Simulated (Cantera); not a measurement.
**Equilibrium for oxide etching and cleaning by halides: MgO + Cl₂ + N₂**

A closed system holds: 1 mol MgO, 5.4 mol Cl₂, 1.1 mol N₂, equilibrated at 10.0 mbar.

These are equilibrium values from Cantera (NASA tables, ideal gas, pure condensed phases), not measurements of a reactor. Candidate condensed phases: Mg, MgCl₂, MgO; 18 gas species. Equilibrium is a limit: real reactors are often held back by kinetics, nucleation or transport.

| T (°C) | x Cl₂ | x Cl | x N₂ | x MgCl₂ | x O₂ | x NO | x ClO | x O | n MgO(s) |
|---|---|---|---|---|---|---|---|---|---|
| 925 | 0.662 | 0.0377 | 0.158 | 0.0950 | 0.0474 | 4.10e-5 | 3.24e-5 | 5.23e-8 | 0.339 |
| 1000 | 0.569 | 0.0732 | 0.151 | 0.138 | 0.0687 | 8.30e-5 | 6.61e-5 | 2.82e-7 | 0 |
| 1075 | 0.519 | 0.135 | 0.146 | 0.133 | 0.0665 | 0.000130 | 0.000106 | 1.05e-6 | 0 |
| 1150 | 0.445 | 0.226 | 0.139 | 0.127 | 0.0632 | 0.000190 | 0.000155 | 3.38e-6 | 0 |
| 1225 | 0.351 | 0.341 | 0.130 | 0.118 | 0.0590 | 0.000261 | 0.000204 | 9.59e-6 | 0 |
| 1300 | 0.249 | 0.466 | 0.120 | 0.110 | 0.0545 | 0.000342 | 0.000245 | 2.44e-5 | 0 |
| 1375 | 0.159 | 0.577 | 0.112 | 0.102 | 0.0504 | 0.000436 | 0.000268 | 5.69e-5 | 0 |
| 1450 | 0.0924 | 0.658 | 0.105 | 0.0958 | 0.0474 | 0.000549 | 0.000275 | 0.000124 | 0 |
x: gas mole fraction; n: condensed amount in mol.

At 925 °C the condensed part is MgO(s). From 1000 °C to 1450 °C nothing is condensed. The main Mg-bearing gas is MgCl₂ throughout.
